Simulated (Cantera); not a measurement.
A closed system holds: 1 mol Mg(OH)2, 0.027 mol C, 0.05 mol H2O, equilibrated at 1975 K and 0.100 bar.

Equilibrium computed with Cantera from the NASA thermochemical tables; the gas is ideal and each condensed phase is pure. Candidate condensed phases: C, C6H6, C7H8, C8H18, H2O, Mg, MgCO3, MgO, Mg(OH)2; 116 gas species. Kinetics and transport are ignored.

Base state: H2O 0.926, H2 0.0464, CO2 0.0204, CO 0.00460, OH 0.00177, H 0.000932, O2 0.000226, Mg(OH)2 2.97e-5 (mole fractions); condensed: MgO(s).

**Question.** What changes in the equilibrium state with this change: H2O from 0.05 to 0.84 mol?

**Answer.** 
| species | before | after |
|---|---|---|
| H2O | 0.926 | 0.953 |
| H2 | 0.0464 | 0.0291 |
| CO2 | 0.0204 | 0.0127 |
| Mg(OH)2 | 2.97e-5 | 3.06e-5 |
| O2 | 0.000226 | 0.000606 |
| CO | 0.00460 | 0.00174 |
| MgO(s), mol | 1.000 | 1.000 |
